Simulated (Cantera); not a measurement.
**Ammonia decomposition in nitride growth gas**

A perfectly stirred reactor is fed with 82.4 % NH3, 16.5 % N2, 1.07 % H2, at 1300 Pa; it is held at 2325 K, and followed from long to short residence time.

Cantera simulation using the gas-phase N/H chemistry of the illustrative SiF4/NH3 mechanism in the Surface Chemkin manual (1991); the numbers are that mechanism's predictions, not measurements. Walls and surfaces, which speed up NH3 decomposition in real reactors, are not modelled.

```tsv
τ (s)	x NH3	x NH2	x N2H2	x H2	x NH	x N2	x H
0.54	0.0917	0.00105	2.25e-6	0.606	7.53e-5	0.299	0.00219
0.27	0.163	0.00157	4.41e-6	0.548	9.15e-5	0.286	0.00168
0.13	0.276	0.00229	8.40e-6	0.456	0.000107	0.265	0.00120
0.065	0.412	0.00308	1.41e-5	0.344	0.000117	0.239	0.000821
0.032	0.554	0.00390	2.09e-5	0.228	0.000119	0.213	0.000518
0.016	0.666	0.00459	2.65e-5	0.137	0.000111	0.192	0.000311
0.0077	0.743	0.00509	2.92e-5	0.0737	9.48e-5	0.178	0.000174
0.0038	0.785	0.00516	2.70e-5	0.0396	7.66e-5	0.170	9.61e-5
0.0019	0.806	0.00464	2.00e-5	0.0225	5.69e-5	0.167	5.27e-5
0.00093	0.817	0.00343	9.99e-6	0.0147	3.44e-5	0.165	2.81e-5
0.00046	0.821	0.00203	3.04e-6	0.0121	1.50e-5	0.165	1.57e-5
```
x: mole fraction; the columns are a selection and need not sum to one.
